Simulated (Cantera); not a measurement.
Feed: 1 mol CaF₂, 8.4 mol O₂, 13 mol N₂, equilibrated at 1523.15 K and 0.0610 bar.

Cantera equilibrium calculation (NASA polynomials, part measured and part estimated; ideal gas, pure solids and liquids). Candidate condensed phases: Ca, CaF₂, CaO; 22 gas species. Rates play no part.

Base state: N₂ 0.607, O₂ 0.392, NO 0.00164, CaF₂ 5.80e-5, O 1.40e-5 (mole fractions); condensed: CaF₂(s).

Task: What changes in the equilibrium state with this change: temperature from 1523.15 K to 1925 K?

Result: 
```tsv
species	before	after
N₂	0.607	0.588
O₂	0.392	0.378
CaF₂	5.80e-5	0.0258
F	5.45e-8	1.86e-5
O	1.40e-5	0.000916
NO	0.00164	0.00717
CaF₂(s), mol	0.999	0
CaF₂(l), mol	0	0.434
CaO(s), mol	0	0.000176
```
Mutual solubility and eutectic melting of coexisting phases are not modelled.
